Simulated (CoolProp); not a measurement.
Vapour-liquid equilibrium of cyclohexane (1) + n-octane (2) at 339.4 K; x and y are mole fractions of (1).

Model: multi-fluid Helmholtz-energy mixture model, Zhou 2014 and Beckmüller 2019; pair parameters Bell 2016, in CoolProp.

```csv
x,bubble pressure (bar),y at the bubble point,dew pressure at overall composition x (bar),liquid density (mol/L)
0.05,0.1617,0.196,0.1420,5.917
0.2,(withheld),(withheld),0.1622,6.240
0.35,0.3149,(withheld),0.1890,6.598
0.5,(withheld),0.821,0.2263,6.995
0.65,0.4661,0.894,0.2820,(withheld)
0.8,0.5411,0.947,0.3733,7.943
0.95,(withheld),0.988,0.5466,8.513
```

**Question.** Some entries are withheld; supply them.

**Answer.** 
- 0.2, bubble pressure (bar): 0.2382
- 0.2, y at the bubble point: 0.538
- 0.35, y at the bubble point: 0.714
- 0.5, bubble pressure (bar): 0.3909
- 0.65, liquid density (mol/L): 7.441
- 0.95, bubble pressure (bar): 0.6165

No azeotrope shows between x = 0.05 and 0.95.

The pair parameters rest on a limited set of measurements; away from them the model extrapolates.
